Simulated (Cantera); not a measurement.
## Adiabatic ignition

An adiabatic, constant-pressure homogeneous reactor starts with 10.2 % CH₄, 0.427 % CO, 15.7 % O₂, 59.4 % N₂, 14.2 % H₂O, equivalence ratio 1.3, at 1500 K and 32000 Pa.

Cantera simulation using GRI-Mech 3.0 (53 species, 325 reactions); the numbers are that mechanism's predictions, not measurements.

```csv
t (s),T (K),x CH₄,x CO,x O₂,x H,x H₂,x N₂O,x NO
2.00e-6,1500,0.102,0.00427,0.157,1.53e-8,1.34e-8,<1e-12,<1e-12
6.32e-6,1500,0.102,0.00427,0.157,1.83e-8,6.47e-8,<1e-12,<1e-12
2.00e-5,1500,0.102,0.00427,0.157,1.95e-8,2.40e-7,<1e-12,<1e-12
6.32e-5,1500,0.102,0.00427,0.157,2.33e-8,8.67e-7,4.58e-12,<1e-12
0.000200,1500,0.102,0.00427,0.157,3.76e-8,3.67e-6,3.29e-11,<1e-12
0.000632,1500,0.101,0.00427,0.157,1.11e-7,2.42e-5,1.64e-10,<1e-12
0.00200,1504,0.0998,0.00444,0.156,1.05e-6,0.000445,1.00e-9,1.45e-12
0.00632,2524,<1e-12,0.0544,0.00577,0.0139,0.0503,5.99e-8,0.000358
0.0200,2547,<1e-12,0.0543,0.00475,0.0122,0.0499,7.38e-8,0.00206
0.0632,2544,<1e-12,0.0544,0.00456,0.0121,0.0502,8.09e-8,0.00305
0.200,2544,<1e-12,0.0544,0.00456,0.0121,0.0503,8.11e-8,0.00308
```
x: mole fraction; the columns are a selection and need not sum to one.

* **time of steepest temperature rise**: 4.16 ms
* **temperature at 0.200 s**: 2544 K
* **equilibrium temperature**: 2544 K
* **x(CH₄) at 0.200 s**: <1e-12 (gas-phase equilibrium <1e-12)
* **x(CO) at 0.200 s**: 0.0544 (gas-phase equilibrium 0.0544)
* **x(O₂) at 0.200 s**: 0.00456 (gas-phase equilibrium 0.00456)
